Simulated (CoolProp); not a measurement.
Vapour-liquid equilibrium of R113 (1) + ethanol (2) at 428.6 K; x and y are mole fractions of (1).

Values from CoolProp's multi-fluid Helmholtz-energy mixture model, Marx 1992 and Schroeder 2014; pair parameters Bell 2016.

| x | bubble pressure, mixture model (MPa) | bubble pressure, Raoult's law (MPa) | y, mixture model | y, Raoult's law |
|---|---|---|---|---|
| 0.05 | 1.316 | 1.137 | 0.161 | 0.059 |
| 0.2 | 1.635 | 1.170 | 0.374 | 0.230 |
| 0.35 | 1.758 | 1.202 | 0.463 | 0.391 |
| 0.5 | 1.803 | 1.235 | 0.528 | 0.544 |
| 0.65 | 1.792 | 1.268 | 0.601 | 0.689 |
| 0.8 | 1.699 | 1.301 | 0.709 | 0.827 |
| 0.95 | 1.468 | 1.334 | 0.898 | 0.958 |

The largest gap from Raoult's law is +46.3 % in bubble pressure, at x = 0.35. y crosses x between x = 0.5 and 0.65: the model has an azeotrope there.

Pair parameters are fitted to limited data, so mixtures are less certain than the pure fluids.
